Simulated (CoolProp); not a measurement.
200 sccm (0 °C, 1 atm) of nitrogen bubbles through liquid n-octane at 317.8 K and leaves saturated at a total pressure of 0.0614 MPa (ideal gas phase). Each further row changes one setting.

The numbers come from the reference Helmholtz-energy equation of state, Beckmüller 2019 in CoolProp.

```json
[
 {"case": "as stated", "vapour pressure (kPa)": "5.22", "mole fraction of vapour": "0.0850", "delivery (mg/min)": "(withheld)", "delivery (sccm)": "(withheld)", "change of delivery for a bath 1 K warmer (%)": "(withheld)"},
 {"case": "bath temperature 322.8 K", "vapour pressure (kPa)": "(withheld)", "mole fraction of vapour": "0.108", "delivery (mg/min)": "(withheld)", "delivery (sccm)": "24.1", "change of delivery for a bath 1 K warmer (%)": "(withheld)"},
 {"case": "total pressure 0.123 MPa", "vapour pressure (kPa)": "5.22", "mole fraction of vapour": "(withheld)", "delivery (mg/min)": "(withheld)", "delivery (sccm)": "8.86", "change of delivery for a bath 1 K warmer (%)": "5.1"}
]
```

### Question
Fill in the missing entries.

### Answer

- as stated, delivery (mg/min): 94.7
- as stated, delivery (sccm): 18.6
- as stated, change of delivery for a bath 1 K warmer (%): 5.4
- bath temperature 322.8 K, vapour pressure (kPa): 6.61
- bath temperature 322.8 K, delivery (mg/min): 123
- bath temperature 322.8 K, change of delivery for a bath 1 K warmer (%): 5.3
- total pressure 0.123 MPa, mole fraction of vapour: 0.0424
- total pressure 0.123 MPa, delivery (mg/min): 45.2
